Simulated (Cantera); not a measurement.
An adiabatic, constant-volume homogeneous reactor starts with CO : H2 : O2 : N2 = 1 : 0.04 : 0.684 : 2.57 (molar parts), at 1250 K and 7500 Torr. Integrator tolerance rtol = 1e-08.

Model: GRI-Mech 3.0 (53 species, 325 reactions), integrated in Cantera. The hydrogen kinetics of GRI-Mech 3.0 are dated; newer H2 mechanisms differ, most at raised pressure.

```json
[
 {"quantity": "time of steepest temperature rise", "before": "42.6 µs", "after": "5.81 µs"},
 {"quantity": "temperature at 0.100 s", "before": "2941 K", "after": "3074 K"},
 {"quantity": "equilibrium temperature", "before": "2941 K", "after": "3074 K"},
 {"quantity": "x(CO) at 0.100 s", "before": "0.0513 (gas-phase equilibrium 0.0513)", "after": "0.0761 (gas-phase equilibrium 0.0761)"},
 {"quantity": "x(H2) at 0.100 s", "before": "0.000262 (gas-phase equilibrium 0.000262)", "after": "0.000366 (gas-phase equilibrium 0.000366)"},
 {"quantity": "x(O2) at 0.100 s", "before": "0.0543 (gas-phase equilibrium 0.0543)", "after": "0.0614 (gas-phase equilibrium 0.0614)"},
 {"quantity": "x(OH) at 0.100 s", "before": "0.00429 (gas-phase equilibrium 0.00429)", "after": "0.00574 (gas-phase equilibrium 0.00574)"},
 {"quantity": "x(NO) at 0.100 s", "before": "0.0206 (gas-phase equilibrium 0.0206)", "after": "0.0254 (gas-phase equilibrium 0.0254)"},
 {"quantity": "x(N2O) at 0.100 s", "before": "4.87e-6 (gas-phase equilibrium 4.87e-6)", "after": "5.31e-6 (gas-phase equilibrium 5.31e-6)"}
]
```

**Question.** Which change was made?
(A) H2 0.04 to 0.069 parts
(B) CO 1 to 1.4 parts
(C) initial temperature 1250 to 1700 K
(D) initial temperature 1250 to 1300 K

**Answer.** C, initial temperature 1250 to 1700 K
